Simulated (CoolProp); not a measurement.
Computed with CoolProp (reference Helmholtz-energy equation of state, Lemmon 2005). It is a short technical equation, of lower accuracy than the large ones.

Q: Give the vapour pressure (MPa), liquid density (kg/m³), enthalpy of vaporisation (kJ/kg), liquid cp (kJ/(kg K)) of saturated cis-2-butene at 316.1, 357.7 K.

A: 
```csv
T (K),p (MPa),liquid density (kg/m³),enthalpy of vaporisation (kJ/kg),liquid cp (kJ/(kg K))
316.1,0.367,593,373,2.33
357.7,1.03,536,317,2.62
```
